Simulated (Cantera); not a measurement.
MgO + SO₃ + H₂O (roasting and sulfation)

A closed system holds: 1 mol MgO, 0.071 mol SO₃, 1.1 mol H₂O, equilibrated at 1.00 bar.

Cantera equilibrium calculation (NASA polynomials, part measured and part estimated; ideal gas, pure solids and liquids). Candidate condensed phases: H₂O, H₂SO₄, Mg, MgO, Mg(OH)₂, MgS, MgSO₄, S; 26 gas species. Mutual solubility and eutectic melting of coexisting phases are not modelled. The numbers say what is thermodynamically allowed, not how fast it happens.

```csv
T (°C),x H₂O,x SO₂,x O₂,x SO₃,x OH,n MgO(s),n MgSO₄(s)
352,1.00,2.52e-12,1.82e-12,<1e-12,<1e-12,0.929,0.0710
452,1.00,2.47e-9,1.25e-9,1.39e-11,1.95e-12,0.929,0.0710
552,1.000,4.09e-7,2.04e-7,4.07e-9,1.81e-10,0.929,0.0710
652,1.000,2.18e-5,1.09e-5,3.37e-7,6.33e-9,0.929,0.0710
752,0.999,0.000524,0.000262,1.15e-5,1.10e-7,0.930,0.0704
852,0.989,0.00700,0.00350,0.000204,1.14e-6,0.937,0.0630
952,0.913,0.0569,0.0284,0.00202,7.65e-6,1.00,0
1052,0.912,0.0579,0.0289,0.00102,2.57e-5,1.00,0
1152,0.912,0.0583,0.0291,0.000557,7.25e-5,1.00,0
1252,0.912,0.0585,0.0292,0.000330,0.000179,1.00,0
1352,0.911,0.0586,0.0292,0.000208,0.000394,1.000,0
1452,0.911,0.0587,0.0292,0.000139,0.000792,1.000,0
1552,0.910,0.0587,0.0292,9.67e-5,0.00147,1.000,0
```
x: gas mole fraction; n: condensed amount in mol.

From 352 °C to 852 °C the condensed part is MgO(s) + MgSO₄(s). From 952 °C to 1552 °C the condensed part is MgO(s).
